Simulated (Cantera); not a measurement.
Feed: 1 mol Fe(CO)₅, 0.3 mol H₂, at 1573 K and 2.00 bar.

These are equilibrium values from Cantera (NASA tables, ideal gas, pure condensed phases), not measurements of a reactor. Candidate condensed phases: C, C₆H₆, C₇H₈, C₈H₁₈, Fe, Fe(CO)₅, FeO, Fe(OH)₂, Fe(OH)₃, Fe₂O₃, Fe₃O₄, H₂O; 114 gas species. Iron dissolves carbon and melts from about 1420 K in contact with it, which pure phases cannot show. Condensed phases not in the tables: cementite and carbon dissolved in iron. The numbers say what is thermodynamically allowed, not how fast it happens.

Base state: CO 0.943, H₂ 0.0565, CO₂ 0.000639, H₂O 0.000111, CH₄ 1.17e-5 (mole fractions); condensed: C(graphite) + Fe(γ).

Question: What changes in the equilibrium state with this change: pressure from 2.00 bar to 0.000580 bar?

Answer: 
```tsv
species	before	after
CO	0.943	0.942
H₂	0.0565	0.0563
Fe	3.29e-7	0.00113
CO₂	0.000639	4.08e-7
CH₄	1.17e-5	1.53e-9
H₂O	0.000111	7.07e-8
H	6.83e-6	0.000401
C(graphite), mol	0.00390	0
Fe(γ), mol	1.000	0.994
```
